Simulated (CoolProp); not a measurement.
Vapour-liquid equilibrium of toluene (1) + n-nonane (2) at 451.7 K; x and y are mole fractions of (1).

Model: multi-fluid Helmholtz-energy mixture model, Lemmon 2006 and Lemmon 2006; pair parameters Bell 2016, in CoolProp.

```
x     bubble pressure, mixture model (MPa)  bubble pressure, Raoult's law (MPa)  y, mixture model  y, Raoult's law
----  ------------------------------------  -----------------------------------  ----------------  ---------------
0.05                                0.2190                               0.2155             0.122            0.117
0.2                                 0.2733                               0.2609             0.390            0.385
0.35                                0.3239                               0.3062             0.567            0.575
0.5                                 0.3702                               0.3516                 ?            0.715
0.65                                     ?                               0.3969             0.797            0.823
0.8                                 0.4523                               0.4423                 ?            0.909
0.95                                     ?                               0.4876                 ?            0.979
```

Problem. What belongs in the gaps?

Solution. 
- 0.5, y, mixture model: 0.695
- 0.65, bubble pressure, mixture model (MPa): 0.4126
- 0.8, y, mixture model: 0.886
- 0.95, bubble pressure, mixture model (MPa): 0.4903
- 0.95, y, mixture model: 0.971

The largest gap from Raoult's law is +5.8 % in bubble pressure, at x = 0.35. No azeotrope shows between x = 0.05 and 0.95.

The pair parameters rest on a limited set of measurements; away from them the model extrapolates.
